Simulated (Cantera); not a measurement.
SiO2 + H2 + N2 (hydrogen reduction and annealing atmospheres)

Feed: 1 mol SiO2, 5.8 mol H2, 17 mol N2, at 1.00 bar.

Method: chemical equilibrium by Gibbs-energy minimisation in Cantera with the NASA 1993 tables (ideal gas, pure condensed phases). Candidate condensed phases: H2O, Si, SiO2, Si2N2O, Si3N4; 35 gas species. N2 is the only nitrogen source here; it is nearly inert below about 1500 K, so the nitride shown seldom forms there in practice. Mutual solubility and eutectic melting of coexisting phases are not modelled. The tables hold silica as quartz up to 1696 K and as liquid above; real silica turns to tridymite and cristobalite and melts near 1996 K. Equilibrium is a limit: real reactors are often held back by kinetics, nucleation or transport.

```tsv
T (°C)	x N2	x H2	x SiO	x H2O	x H	n SiO2(α-quartz)	n SiO2(β-quartz)	n Si2N2O(s)	n SiO2(condensed)	n SiO2(l)
475	0.746	0.254	<1e-12	5.95e-6	<1e-12	1.000	0	0	0	0
575	0.746	0.254	<1e-12	1.38e-5	9.59e-12	0	1.000	0.000105	0	0
675	0.746	0.254	<1e-12	2.61e-5	2.64e-10	0	1.000	0.000199	0	0
775	0.746	0.254	<1e-12	4.34e-5	3.90e-9	0	0.999	0.000330	0	0
875	0.746	0.254	9.99e-12	6.57e-5	3.61e-8	0	0.999	0.000500	0	0
975	0.746	0.254	7.03e-10	9.27e-5	2.35e-7	0	0.999	0.000704	0	0
1075	0.746	0.254	2.60e-8	0.000124	1.17e-6	0	0.998	0.000940	0	0
1175	0.746	0.254	5.78e-7	0.000158	4.65e-6	0	0.998	0.00120	0	0
1275	0.746	0.254	8.53e-6	0.000196	1.55e-5	0	0.997	0.00142	0	0
1375	0.746	0.254	8.98e-5	0.000236	4.49e-5	0	0.996	0.00111	0	0
1475	0.745	0.254	0.000442	0.000442	0.000115	0	0	0	0.990	0
1575	0.745	0.253	0.00117	0.00117	0.000267	0	0	0	0.973	0
1675	0.743	0.251	0.00280	0.00280	0.000566	0	0	0	0.936	0
1775	0.741	0.246	0.00607	0.00607	0.00111	0	0	0	0	0.861
```
x: gas mole fraction; n: condensed amount in mol.

At 475 °C the condensed part is SiO2(α-quartz). From 575 °C to 1375 °C the condensed part is SiO2(β-quartz) + Si2N2O(s). From 1475 °C to 1675 °C the condensed part is SiO2(condensed). At 1775 °C the condensed part is SiO2(l).
